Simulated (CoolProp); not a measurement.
Values from CoolProp's reference Helmholtz-energy equation of state, Akasaka 2015.

Q: Give the vapour pressure (MPa), enthalpy of vaporisation (kJ/kg), liquid viscosity (µPa s), liquid conductivity (mW/(m K)) of saturated R245fa at 72.35 °C.

A: 
```json
[
 {"T (°C)": "72.35", "p (MPa)": "0.648", "enthalpy of vaporisation (kJ/kg)": "160", "liquid viscosity (µPa s)": "229", "liquid conductivity (mW/(m K))": "78.1"}
]
```

Viscosity comes from a separate model (Bell 2016), an estimate that may be off by 10 % or more. Thermal conductivity comes from a separate model (Huber 2003), an estimate that may be off by 10 % or more.
